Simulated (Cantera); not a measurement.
An adiabatic, constant-volume homogeneous reactor starts with C3H8 : O2 : N2 = 1 : 6.41 : 24.1 (molar parts), at 1375 K and 210000 Pa.

Computed with Cantera and GRI-Mech 3.0 (53 species, 325 reactions). GRI-Mech 3.0 was tuned for natural gas; its chemistry of propane as a main component is partial and can be far from experiment.

Problem. Predict: time of steepest temperature rise; temperature at 3.00 s; equilibrium temperature; x(O2) at 3.00 s; x(OH) at 3.00 s; x(O) at 3.00 s; x(N2O) at 3.00 s.

Solution. 
```json
{
  "time_of_steepest_temperature_rise": "0.198 ms",
  "temperature at 3.00 s": "2855 K",
  "equilibrium_temperature": "2855 K",
  "x(O2) at 3.00 s": "0.0433 (gas-phase equilibrium 0.0433)",
  "x(OH) at 3.00 s": "0.0178 (gas-phase equilibrium 0.0178)",
  "x(O) at 3.00 s": "0.00654 (gas-phase equilibrium 0.00654)",
  "x(N2O) at 3.00 s": "1.98e-6 (gas-phase equilibrium 1.98e-6)"
}
```
